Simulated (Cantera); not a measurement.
Feed: 1 mol HMDSO, 0.14 mol CO2, 0.79 mol H2, a varied amount of O2, at 1550 °C and 10.0 Torr.

Cantera equilibrium calculation (NASA polynomials, part measured and part estimated; ideal gas, pure solids and liquids). Candidate condensed phases: C, C6H6, C7H8, C8H18, H2O, Si, SiC, SiO2; 123 gas species. The feed counts by its element totals alone. The tables hold silica as quartz up to 1696 K and as liquid above; real silica turns to tridymite and cristobalite and melts near 1996 K. Kinetics and transport are ignored.

Which condensed phases are stable at each of these points (n(O2) (mol)): 0.092, 0.16, 0.28, 0.49, 0.86, 1.5, 2.6, 4.6, 8, 14, 24?


```
n(O2) (mol)      condensed phases  Si condensed (%)
-----------  --------------------  ----------------
0.092        C(graphite) + SiC(s)              99.6
0.16         C(graphite) + SiC(s)              99.5
0.28         C(graphite) + SiC(s)              99.5
0.49         C(graphite) + SiC(s)              99.3
0.86         C(graphite) + SiC(s)              99.1
1.5                        SiC(s)              96.5
2.6                        SiC(s)              41.5
4.6               SiO2(condensed)              94.9
8                 SiO2(condensed)              99.8
14                SiO2(condensed)             100.0
24                SiO2(condensed)             100.0
```

From 0.092 mol O2 to 0.86 mol O2 the condensed part is C(graphite) + SiC(s). From 1.5 mol O2 to 2.6 mol O2 the condensed part is SiC(s). From 4.6 mol O2 to 24 mol O2 the condensed part is SiO2(condensed).
